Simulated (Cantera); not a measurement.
A Cantera script and its output.

```python
import numpy as np
import cantera as ct

gas = ct.Solution("gri30.yaml")
gas.TPX = 750, 780000, {'C3H8': 1, 'O2': 11.9, 'N2': 44.8}
inlet = ct.Reservoir(gas, clone=True)
gas.equilibrate("HP")  # start burning
reactor = ct.IdealGasConstPressureReactor(gas, energy="on", clone=False)
exhaust = ct.Reservoir(gas, clone=True)
tau = [0.12, 0.055, 0.024, 0.011, 0.0049, 0.0022, 0.00097, 0.00043, 0.00019, 8.6e-05, 3.8e-05, 1.7e-05, 7.7e-06][0]
for a, b in ((inlet, reactor), (reactor, exhaust)):
    ct.MassFlowController(a, b, mdot=lambda t: reactor.mass / tau)
net = ct.ReactorNet([reactor])
show = ['C3H8', 'O2', 'H2O', 'C2H6', 'H2', 'HCO']

rows = []
print(f"{'tau/s':>10s}{'T/K':>9s}" + "".join(f"{s:>11s}" for s in show))
for tau in [0.12, 0.055, 0.024, 0.011, 0.0049, 0.0022, 0.00097, 0.00043, 0.00019, 8.6e-05, 3.8e-05, 1.7e-05, 7.7e-06]:
    net.initial_time = 0.0
    net.advance(30 * tau)
    before = gas.X
    net.advance(40 * tau)
    drift = np.max(np.abs(gas.X - before) / (gas.X + 1e-9))
    rows.append([gas.T, *gas[show].X, drift])
    print(f"{tau:10.3e}{gas.T:9.1f}" + "".join(f"{x:11.3e}" for x in gas[show].X))
```

Output:

```
     tau/s      T/K       C3H8         O2        H2O       C2H6         H2        HCO
 1.200e-01   1720.8  4.066e-07  1.175e-01  6.799e-02  4.012e-10  4.727e-06  1.126e-09
 5.500e-02   1719.9  7.766e-07  1.175e-01  6.796e-02  7.358e-10  7.238e-06  2.447e-09
 2.400e-02   1718.5  1.495e-06  1.176e-01  6.790e-02  1.395e-09  1.194e-05  5.625e-09
 1.100e-02   1716.2  2.703e-06  1.177e-01  6.782e-02  2.600e-09  1.965e-05  1.243e-08
 4.900e-03   1712.2  4.903e-06  1.178e-01  6.771e-02  5.154e-09  3.351e-05  2.858e-08
 2.200e-03   1705.6  8.761e-06  1.181e-01  6.754e-02  1.073e-08  5.762e-05  6.593e-08
 9.700e-04   1693.6  1.595e-05  1.187e-01  6.727e-02  2.486e-08  1.018e-04  1.565e-07
 4.300e-04   1671.7  3.025e-05  1.200e-01  6.684e-02  6.809e-08  1.842e-04  3.722e-07
 1.900e-04   1622.4  7.033e-05  1.230e-01  6.594e-02  3.162e-07  3.782e-04  8.954e-07
 8.600e-05    750.0  1.733e-02  2.062e-01  4.494e-15 -2.534e-18 -2.950e-17  1.111e-25
 3.800e-05    750.0  1.733e-02  2.062e-01  6.414e-16  4.158e-21  6.138e-20  1.383e-26
 1.700e-05    750.0  1.733e-02  2.062e-01  7.099e-17  1.080e-22  7.797e-21  1.539e-27
 7.700e-06    750.0  1.733e-02  2.062e-01  7.240e-18  1.922e-24  1.218e-21  1.589e-28
```

Detailed kinetics in Cantera: GRI-Mech 3.0 (53 species, 325 reactions). GRI-Mech 3.0 was tuned for natural gas; its chemistry of propane as a main component is partial and can be far from experiment.
